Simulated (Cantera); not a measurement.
Charge: 1 mol SiCl₄, 0.015 mol C₂H₂, 280 mol H₂, at 0.133 bar.

Cantera equilibrium calculation (NASA polynomials, part measured and part estimated; ideal gas, pure solids and liquids). Candidate condensed phases: C, C₆H₆, C₇H₈, C₈H₁₈, Si, SiC; 109 gas species. Mutual solubility and eutectic melting of coexisting phases are not modelled. Kinetics and transport are ignored.

Over these rows the condensed part is Si(s) + SiC(s). Partial pressures as log10 of bar:

| T (K) | 1000/T (1/K) | log p SiCl₄ | log p H₂ | log p HCl |
|---|---|---|---|---|
| 1073 | 0.9320 | -4.17 | -0.88 | -2.90 |
| 1173 | 0.8525 | ? | -0.88 | -2.79 |
| 1273 | 0.7855 | -5.76 | -0.88 | -2.76 |
| 1373 | 0.7283 | -6.58 | -0.88 | -2.76 |
| 1473 | 0.6789 | -7.30 | -0.88 | -2.76 |
| 1573 | 0.6357 | -7.93 | -0.88 | -2.76 |

Problem. Fit log p(SiCl₄) = a + b·(1000/T) to the five rows, give the apparent enthalpy, and predict the row at 1173 K.

Solution. Means: 1000/T = 0.7521, log p = -6.348. Sxy = 0.670814, Sxx = 0.0529532, so b = 12.67 and a = -6.348 − (12.67)×0.7521 = -15.88.
Apparent enthalpy: −19.145 × (12.67) = -243 kJ/mol. With the condensed phases at unit activity, Si(s) + 4 HCl(g) = SiCl₄(g) + 2 H₂(g) links this pressure to the main gases: over the six rows their terms move log p by +0.56 in all, so the slope isn't that reaction's ΔH° alone. The five rows lie within 0.17 of the line; that is curvature, so one enthalpy describes this range poorly.
Prediction at 1173 K: -15.88 + (12.67)×0.8525 = -5.08. The computed value is -4.88, 0.20 from the line.
